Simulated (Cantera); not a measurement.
Thermodynamics of hydrogen reduction and annealing atmospheres, feed Al2O3 + H2 + H2O

Input: 1 mol Al2O3, 840 mol H2, 1.2 mol H2O, held at 1.20 Torr.

Method: chemical equilibrium by Gibbs-energy minimisation in Cantera with the NASA 1993 tables (ideal gas, pure condensed phases). Candidate condensed phases: Al, Al2O3, H2O; 19 gas species. The tables' values for AlOH are old estimates; treat these amounts as uncertain. The numbers say what is thermodynamically allowed, not how fast it happens.

From 1277 °C to 1827 °C the condensed part is Al2O3(s).

| T (°C) | x H2 | x H | x H2O | x Al | x Al2O | x AlOH | x OH | x AlO | n Al2O3(s) |
|---|---|---|---|---|---|---|---|---|---|
| 1277 | 0.998 | 0.000787 | 0.00143 | 6.49e-10 | 1.79e-12 | 5.81e-9 | 3.78e-8 | 5.20e-12 | 1.000 |
| 1327 | 0.997 | 0.00136 | 0.00143 | 4.25e-9 | 2.00e-11 | 1.99e-8 | 7.60e-8 | 3.30e-11 | 1.000 |
| 1377 | 0.996 | 0.00227 | 0.00142 | 2.47e-8 | 1.93e-10 | 6.32e-8 | 1.46e-7 | 1.86e-10 | 1.000 |
| 1427 | 0.995 | 0.00367 | 0.00142 | 1.30e-7 | 1.62e-9 | 1.87e-7 | 2.72e-7 | 9.50e-10 | 1.000 |
| 1477 | 0.993 | 0.00579 | 0.00142 | 6.15e-7 | 1.19e-8 | 5.18e-7 | 4.87e-7 | 4.40e-9 | 1.000 |
| 1527 | 0.990 | 0.00890 | 0.00142 | 2.66e-6 | 7.82e-8 | 1.35e-6 | 8.46e-7 | 1.87e-8 | 0.998 |
| 1577 | 0.985 | 0.0134 | 0.00143 | 1.05e-5 | 4.54e-7 | 3.33e-6 | 1.44e-6 | 7.30e-8 | 0.994 |
| 1627 | 0.979 | 0.0196 | 0.00147 | 3.71e-5 | 2.28e-6 | 7.71e-6 | 2.43e-6 | 2.62e-7 | 0.979 |
| 1677 | 0.970 | 0.0282 | 0.00160 | 0.000112 | 9.38e-6 | 1.65e-5 | 4.23e-6 | 8.53e-7 | 0.936 |
| 1727 | 0.958 | 0.0398 | 0.00189 | 0.000280 | 2.97e-5 | 3.25e-5 | 7.84e-6 | 2.50e-6 | 0.838 |
| 1777 | 0.942 | 0.0550 | 0.00242 | 0.000578 | 7.34e-5 | 5.87e-5 | 1.55e-5 | 6.62e-6 | 0.655 |
| 1827 | 0.921 | 0.0747 | 0.00327 | 0.00104 | 0.000151 | 9.92e-5 | 3.16e-5 | 1.62e-5 | 0.359 |
x: gas mole fraction; n: condensed amount in mol.
